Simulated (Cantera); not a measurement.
A perfectly stirred reactor is fed with H2 : O2 = 0.0096 : 1 (molar parts), equivalence ratio 0.0048, at 0.00370 bar; it is held at 1048 K, and followed from long to short residence time.

Model: GRI-Mech 3.0 (53 species, 325 reactions), integrated in Cantera. Radical loss at walls, strong at low pressure, is not modelled.

Question: What does this change do: temperature 1048 to 1275 K?

Answer: 
```
quantity                before     after
--------------------  --------  --------
x(H2) at τ = 1.50 s   0.000122   5.43e-5
x(O2) at τ = 1.50 s      0.987     0.984
x(O) at τ = 1.50 s     0.00359   0.00605
x(OH) at τ = 1.50 s   0.000369  0.000831
x(H) at τ = 1.50 s    0.000232  0.000218
x(H2) at τ = 80.0 ms  0.000981  0.000402
x(O2) at τ = 80.0 ms     0.984     0.982
x(O) at τ = 80.0 ms    0.00575   0.00761
x(OH) at τ = 80.0 ms  0.000842   0.00122
x(H) at τ = 80.0 ms   0.000876  0.000414
```
